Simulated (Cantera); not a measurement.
Thermodynamics of aluminium nitride and oxide growth, feed AlCl3 + O2 + N2

Input: 1 mol AlCl3, 1.4 mol O2, 360 mol N2, equilibrated at 1075 °C.

Cantera equilibrium calculation (NASA polynomials, part measured and part estimated; ideal gas, pure solids and liquids). Candidate condensed phases: Al, AlCl3, AlN, Al2O3; 24 gas species. Equilibrium is a limit: real reactors are often held back by kinetics, nucleation or transport.

```
P (Pa)   x N2     x Cl     x Cl2     x O2     x NO      x O    x ClO  x AlCl3  n Al2O3(s)
------  -----  -------  --------  -------  -------  -------  -------  -------  ----------
10      0.990  0.00821   1.92e-5  0.00176  5.49e-5  1.71e-6  1.05e-7  4.42e-9       0.500
37      0.990  0.00811   6.92e-5  0.00176  5.49e-5  8.90e-7  1.99e-7  2.19e-8       0.500
140     0.990  0.00777  0.000240  0.00176  5.49e-5  4.58e-7  3.71e-7  1.01e-7       0.500
520     0.991  0.00686  0.000696  0.00176  5.49e-5  2.37e-7  6.32e-7  3.60e-7       0.500
1900    0.991  0.00526   0.00150  0.00176  5.50e-5  1.24e-7  9.28e-7  8.20e-7       0.500
7200    0.992  0.00343   0.00242  0.00176  5.50e-5  6.39e-8  1.18e-6  1.20e-6       0.500
27000   0.993  0.00202   0.00313  0.00177  5.51e-5  3.30e-8  1.34e-6  1.27e-6       0.500
100000  0.993  0.00112   0.00358  0.00177  5.51e-5  1.71e-8  1.44e-6  1.12e-6       0.500
```
x: gas mole fraction; n: condensed amount in mol.

From 10.0 Pa to 100000 Pa the condensed part is Al2O3(s).
